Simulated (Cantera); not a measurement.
Input: 1 mol CS2, 0.031 mol SO2, at 277 °C and 1 atm.

Method: chemical equilibrium by Gibbs-energy minimisation in Cantera with the NASA 1993 tables (ideal gas, pure condensed phases). Candidate condensed phases: C, S; 22 gas species. Gases not in the tables: S3 to S7. The numbers say what is thermodynamically allowed, not how fast it happens.

Question: What is the equilibrium state?

Answer: 
- x(CO2) = 0.887
- x(COS) = 0.0899
- x(S8) = 0.0208
- x(CS2) = 0.00218
- x(CO) = 0.000253
- x(S2) = 0.000103
- n(C(graphite)) = 0.967 mol
- n(S(l)) = 2.02 mol
- gas amount = 0.03327 mol
